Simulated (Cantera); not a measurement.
Input: 1 mol SiC, 0.028 mol H2O, 41 mol H2, held at 1150 °C and 0.0203 Torr.

Method: chemical equilibrium by Gibbs-energy minimisation in Cantera with the NASA 1993 tables (ideal gas, pure condensed phases). Candidate condensed phases: C, C6H6, C7H8, C8H18, H2O, Si, SiC, SiO2; 123 gas species. Kinetics and transport are ignored.

Base state: H2 0.998, H 0.00128, CO 0.000345, SiO 0.000337 (mole fractions); condensed: SiC(s).

Problem. What changes in the equilibrium state with this change: H2O from 0.028 to 4.7 mol?

Solution. 
| species | before | after |
|---|---|---|
| H2 | 0.998 | 0.941 |
| H2O | <1e-9 | 0.0362 |
| CO | 0.000345 | 0.0210 |
| SiO | 0.000337 | 0.000158 |
| CO2 | <1e-9 | 0.000357 |
| H | 0.00128 | 0.00124 |
| SiC(s), mol | 0.986 | 0 |
| SiO2(β-quartz), mol | 0 | 0.993 |
The tables hold silica as quartz up to 1696 K and as liquid above; real silica turns to tridymite and cristobalite and melts near 1996 K.

Problem. What changes in the equilibrium state with this change: SiC replaced by Si?

Solution. 
```
species        before     after
-----------  --------  --------
H2              0.998     0.998
H             0.00128   0.00128
SiO          0.000337  0.000682
CO           0.000345         0
Si            7.98e-6   5.68e-5
SiC(s), mol     0.986         0
Si(s), mol          0     0.970
```

Problem. What changes in the equilibrium state with this change: pressure from 0.0203 Torr to 705 Torr?

Solution. 
```
species                before     after
-------------------  --------  --------
H2                      0.998     1.000
CH4                   3.87e-9  0.000214
CO                   0.000345   9.60e-5
H                     0.00128   6.86e-6
SiO                  0.000337   3.75e-5
SiC(s), mol             0.986     0.987
SiO2(β-quartz), mol         0    0.0112
```
Mutual solubility and eutectic melting of coexisting phases are not modelled. The tables hold silica as quartz up to 1696 K and as liquid above; real silica turns to tridymite and cristobalite and melts near 1996 K.
